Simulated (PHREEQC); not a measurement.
Solution A (0.0058 mol NH4Cl and 0.012 mol K2HPO4 per kg of water) is mixed with solution B (0.052 mol/kgw NaH2PO4, 0.14 mol/kgw HF and 1.9e-06 mol/kgw H4SiO4) at 25 °C; shares are by mass of water, 1 kg in all. Oxygen alone is held at its pressure in air (log pO2 = -0.68). The system is closed to CO2. The run lets SiO2(a), Halite precipitate or redissolve, and no other solid.

The series has 21 steps of share of solution B, from 0 to 1.

Equilibrium calculation in PHREEQC: ion-association model, wateq4f.dat.

**Question.** Between which two steps does the pH jump most, and from what to what?

**Answer.** Between share of solution B = 0.05 and 0.1: from 6.64 to 3.75.

Species that the database lacks are ignored. wateq4f.dat counts part of the HF as a dimer, H2F2, which phreeqc.dat doesn't know; its constant is uncertain. H3PO4, which wateq4f.dat lacks, is added to it with the constant of phreeqc.dat. SiF6-2 is the database's only silicon fluoride.
